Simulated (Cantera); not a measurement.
Charge: 1 mol SiCl4, 47 mol N2O, 16 mol H2, 0.054 mol O2, held at 0.133 bar.

Equilibrium computed with Cantera from the NASA thermochemical tables; the gas is ideal and each condensed phase is pure. Candidate condensed phases: H2O, NH4Cl, Si, SiO2, Si2N2O, Si3N4; 47 gas species. The numbers say what is thermodynamically allowed, not how fast it happens. All values below are at 998 K.

Base state: N2 0.584, O2 0.193, H2O 0.175, HCl 0.0482, Cl2 0.000732, Cl 2.79e-5, NO 2.52e-5 (mole fractions); condensed: SiO2(β-quartz).

What changes in the equilibrium state with this change: SiCl4 replaced by SiF4?


```tsv
species	before	after
N2	0.584	0.584
O2	0.193	0.193
H2O	0.175	0.174
HF	0	0.0492
HCl	0.0482	0
Cl2	0.000732	0
SiF4	0	0.000121
Cl	2.79e-5	0
NO	2.52e-5	2.53e-5
SiO2(β-quartz), mol	1.00	0.990
```
